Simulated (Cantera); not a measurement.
Equilibrium for chemical vapour transport: MgO + HCl + N₂

Input: 1 mol MgO, 1.5 mol HCl, 0.23 mol N₂, at 0.390 bar.

These are equilibrium values from Cantera (NASA tables, ideal gas, pure condensed phases), not measurements of a reactor. Candidate condensed phases: H₂O, Mg, MgCl₂, MgO, Mg(OH)₂, NH₄Cl; 38 gas species. Mutual solubility and eutectic melting of coexisting phases are not modelled. The numbers say what is thermodynamically allowed, not how fast it happens.

| T (K) | x HCl | x N₂ | x MgCl₂ | x H₂O | n MgCl₂(l) | n MgO(s) |
|---|---|---|---|---|---|---|
| 1025 | 0.840 | 0.136 | 0.000857 | 0.0235 | 0.0383 | 0.960 |
| 1050 | 0.842 | 0.136 | 0.00146 | 0.0207 | 0.0327 | 0.965 |
| 1075 | 0.844 | 0.135 | 0.00243 | 0.0184 | 0.0272 | 0.969 |
| 1100 | 0.845 | 0.135 | 0.00393 | 0.0164 | 0.0213 | 0.972 |
| 1125 | 0.845 | 0.134 | 0.00622 | 0.0147 | 0.0146 | 0.975 |
| 1150 | 0.844 | 0.133 | 0.00964 | 0.0132 | 0.00617 | 0.977 |
| 1175 | 0.841 | 0.133 | 0.0132 | 0.0132 | 0 | 0.977 |
| 1200 | 0.836 | 0.133 | 0.0153 | 0.0153 | 0 | 0.974 |
| 1225 | 0.832 | 0.133 | 0.0176 | 0.0176 | 0 | 0.970 |
| 1250 | 0.827 | 0.133 | 0.0201 | 0.0201 | 0 | 0.965 |
| 1275 | 0.821 | 0.133 | 0.0228 | 0.0228 | 0 | 0.961 |
| 1300 | 0.815 | 0.133 | 0.0257 | 0.0257 | 0 | 0.955 |
| 1325 | 0.809 | 0.133 | 0.0289 | 0.0289 | 0 | 0.950 |
x: gas mole fraction; n: condensed amount in mol.

From 1025 K to 1150 K the condensed part is MgCl₂(l) + MgO(s). From 1175 K to 1325 K the condensed part is MgO(s). The main Mg-bearing gas is MgCl₂ throughout. The share of Mg in condensed phases is highest at 1025 K (99.9 %) and lowest at 1325 K (95.0 %).
